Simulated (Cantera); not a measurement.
Feed: 1 mol MgO, 2.8 mol CH₄, 0.46 mol H₂, 1.9 mol CO, equilibrated at 1477 °C and 80.0 Pa.

Equilibrium computed with Cantera from the NASA thermochemical tables; the gas is ideal and each condensed phase is pure. Candidate condensed phases: C, C₆H₆, C₇H₈, C₈H₁₈, H₂O, Mg, MgCO₃, MgO, Mg(OH)₂; 116 gas species. The tables' values for MgH are old estimates; treat these amounts as uncertain. Kinetics and transport are ignored.

Base state: H₂ 0.603, CO 0.290, Mg 0.100, H 0.00639, C₂H₂ (acetylene) 6.93e-5, MgH 2.87e-5 (mole fractions); condensed: C(graphite).

Task: What changes in the equilibrium state with this change: temperature from 1477 °C to 1052 °C?

Result: 
```csv
species,before,after
H₂,0.603,0.753
CO,0.290,0.241
Mg,0.100,0.00526
H,0.00639,5.02e-5
C₂H₂ (acetylene),6.93e-5,6.41e-7
MgH,2.87e-5,1.08e-6
"C(graphite), mol",1.80,2.76
"MgO(s), mol",0,0.958
```
